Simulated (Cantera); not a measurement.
An isothermal, constant-pressure homogeneous reactor starts with H2 : O2 = 0.01 : 1 (molar parts), at 1375 K and 20.0 Torr.

Cantera simulation using GRI-Mech 3.0 (53 species, 325 reactions); the numbers are that mechanism's predictions, not measurements. Radical loss at walls, strong at low pressure, is not modelled.

One state of this run: x H2 = 8.94e-8; x O2 = 0.990; x O = 1.85e-5; x HO2 = 2.45e-8; x OH = 5.98e-5; x H2O2 = 5.41e-10. x: mole fraction; the columns are a selection and need not sum to one.

Problem. Which value of t (s) does it belong to?
A) 0.0100
B) 14.2
C) 5.03
D) 5.64e-5

Solution. C, 5.03
